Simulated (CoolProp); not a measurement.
Properties of R1336mzz(Z) along the isotherm 190.15 °C (Tc = 171.3 °C, pc = 29.04 bar, ω = 0.386).

Computed with CoolProp (reference Helmholtz-energy equation of state, McLinden 2020).

| p (bar) | phase | density (kg/m³) | cp (kJ/(kg K)) | cv (kJ/(kg K)) | isothermal compressibility (1/MPa) |
|---|---|---|---|---|---|
| 0.0459 | gas | 0.1956 | 1.083 | 1.032 | 218.0 |
| 0.0693 | gas | 0.2954 | 1.083 | 1.032 | 144.4 |
| 0.104 | gas | 0.4434 | 1.083 | 1.032 | 96.26 |
| 0.158 | gas | 0.6740 | 1.083 | 1.032 | 63.40 |
| 0.238 | gas | 1.016 | 1.084 | 1.032 | 42.12 |
| 0.359 | gas | 1.535 | 1.084 | 1.033 | 27.96 |
| 0.541 | gas | 2.317 | 1.085 | 1.033 | 18.59 |
| 0.816 | gas | 3.505 | 1.086 | 1.033 | 12.36 |
| 1.23 | gas | 5.308 | 1.088 | 1.034 | 8.238 |
| 1.86 | gas | 8.082 | 1.092 | 1.035 | 5.486 |
| 2.8 | gas | 12.29 | 1.097 | 1.037 | 3.684 |
| 4.23 | gas | 18.88 | 1.105 | 1.040 | 2.481 |
| 6.38 | gas | 29.22 | 1.118 | 1.044 | 1.691 |
| 9.62 | gas | 45.94 | 1.142 | 1.051 | 1.175 |
| 14.5 | gas | 74.38 | 1.189 | 1.064 | 0.8486 |
